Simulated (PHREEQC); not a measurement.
A solution holds 0.12 mol/kgw HCl, 0.0017 mol/kgw CuSO4 and 0.01 mol/kgw MgSO4, at 25 °C. Closed to the air; pH follows from the charge balance.

Computed with PHREEQC (ion-association model, phreeqc.dat).

```json
[
 {"quantity": "pH", "before": "1.04", "after": "1.02"},
 {"quantity": "ionic strength (mol/kgw)", "before": "0.146", "after": "0.153"},
 {"quantity": "Mg+2 (mol/kgw)", "before": "0.00940", "after": "0.00992"},
 {"quantity": "HSO4- (mol/kgw)", "before": "0.00871", "after": "0.00128"},
 {"quantity": "SO4-2 (mol/kgw)", "before": "0.00231", "after": "0.000324"},
 {"quantity": "Cu+2 (mol/kgw)", "before": "0.00145", "after": "0.00151"}
]
```

Question: Which change was made?
(A) MgSO4 replaced by Mg(NO3)2 at the same molality
(B) HCl from 0.12 to 0.024 mol/kgw
(C) MgSO4 from 0.01 to 0.015 mol/kgw
(D) diluted 10-fold with water

Answer: A, MgSO4 replaced by Mg(NO3)2 at the same molality

Precipitation was switched off in this run.
